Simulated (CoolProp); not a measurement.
Computed with CoolProp (reference Helmholtz-energy equation of state, Lemmon 2006). It is a short technical equation, of lower accuracy than the large ones.

Question: For C2F6 (R116), give the phase and the cv (kJ/(kg K)), speed of sound (m/s), viscosity (µPa s) at 295 K and 38.9 kPa; 295 K and 2920 kPa.

Answer: 
- 295 K and 38.9 kPa: gas; cv 0.706, speed of sound 138, viscosity 14.0
- 295 K and 2920 kPa: gas; cv 0.810, speed of sound 84.0, viscosity 19.7

Viscosity comes from a separate model (Huber 2003), an estimate that may be off by 10 % or more.
